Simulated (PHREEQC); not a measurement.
## Phosphoric acid bath: an equilibrium model

Solution (56 °C): 0.0052 mol/kgw H3PO4, 0.0077 mol/kgw H2SO4 and 0.00015 mol/kgw H4SiO4. Closed to the air; pH follows from the charge balance.

Model: ion-association model, wateq4f.dat, run in PHREEQC.

No solid was allowed to form.

Question: Estimate the pH, ionic strength.

Answer: pH 1.95; ionic strength 0.0155 mol/kgw.

Question: In which forms is S present?

Answer: HSO4- 61 %, SO4-2 39 % of the S.

H3PO4, which wateq4f.dat lacks, is added to it with the constant of phreeqc.dat. Constants without temperature data keep their 25 °C values here.
